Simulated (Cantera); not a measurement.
An adiabatic, constant-volume homogeneous reactor starts with 46.8 % H2, 10.6 % O2, 40.0 % N2, 2.57 % H2O, equivalence ratio 2.2, at 1200 K and 0.220 bar.

Model: GRI-Mech 3.0 (53 species, 325 reactions), integrated in Cantera.

Problem. Predict: time of steepest temperature rise; temperature at 0.600 s; equilibrium temperature; x(H2) at 0.600 s; x(O2) at 0.600 s; x(H2O) at 0.600 s; x(HO2) at 0.600 s; x(NO) at 0.600 s; x(H2O2) at 0.600 s.

Solution. 
```json
{
 "time_of_steepest_temperature_rise": "0.232 ms",
 "temperature at 0.600 s": "2674 K",
 "equilibrium_temperature": "2674 K",
 "x(H2) at 0.600 s": "0.266 (gas-phase equilibrium 0.266)",
 "x(O2) at 0.600 s": "0.000336 (gas-phase equilibrium 0.000336)",
 "x(H2O) at 0.600 s": "0.248 (gas-phase equilibrium 0.248)",
 "x(HO2) at 0.600 s": "2.25e-7 (gas-phase equilibrium 2.25e-7)",
 "x(NO) at 0.600 s": "0.000914 (gas-phase equilibrium 0.000914)",
 "x(H2O2) at 0.600 s": "3.05e-8 (gas-phase equilibrium 3.05e-8)"
}
```
